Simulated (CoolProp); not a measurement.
R404A at several states: fugacity coefficient from the reference equation and from simpler models built on Tc = 345.3 K, pc = 3.735 MPa, ω = 0.293; each cubic takes its own stable root.

The numbers come from the reference Helmholtz-energy equation of state, Lemmon 2003 in CoolProp. It is a pseudo-pure fit of the blend.

```json
[
 {"T (K)": "244.5", "p (MPa)": "2.47", "phase": "liquid", "reference": "0.08885"},
 {"T (K)": "309.2", "p (MPa)": "12.9", "phase": "liquid", "reference": "0.1477"},
 {"T (K)": "493.7", "p (MPa)": "0.0219", "phase": "gas", "reference": "0.9994"},
 {"T (K)": "321.4", "p (MPa)": "0.5", "phase": "gas", "reference": "0.9380"}
]
```

How far does each simpler model (van der Waals, Redlich-Kwong, Peng-Robinson) lie from the reference over these 4 states: mean and median of the absolute difference, and the worst?


- van der Waals: mean 80.0 %, median 36.6 %, worst +246.9 % at 244.5 K and 2.47 MPa
- Redlich-Kwong: mean 22.8 %, median 13.0 %, worst +65.1 % at 244.5 K and 2.47 MPa
- Peng-Robinson: mean 0.7 %, median 0.3 %, worst +2.2 % at 309.2 K and 12.9 MPa
